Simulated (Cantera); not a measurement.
Input: 1 mol Al, a varied amount of HCl, 10 mol H2, equilibrated at 1425 K and 61.0 mbar.

These are equilibrium values from Cantera (NASA tables, ideal gas, pure condensed phases), not measurements of a reactor. Candidate condensed phases: Al, AlCl3; 12 gas species. Rates play no part.

### Question
Which condensed phases are stable at each of these points (n(HCl) (mol)): 1, 1.7, 2.3, 3, 3.6, 4.3, 4.9, 5.6, 6.2?

### Answer
| n(HCl) (mol) | condensed phases | Al condensed (%) |
|---|---|---|
| 1 | Al(l) | 0.5 |
| 1.7 | gas only | 0.0 |
| 2.3 | gas only | 0.0 |
| 3 | gas only | 0.0 |
| 3.6 | gas only | 0.0 |
| 4.3 | gas only | 0.0 |
| 4.9 | gas only | 0.0 |
| 5.6 | gas only | 0.0 |
| 6.2 | gas only | 0.0 |

At 1 mol HCl the condensed part is Al(l). From 1.7 mol HCl to 6.2 mol HCl nothing is condensed.
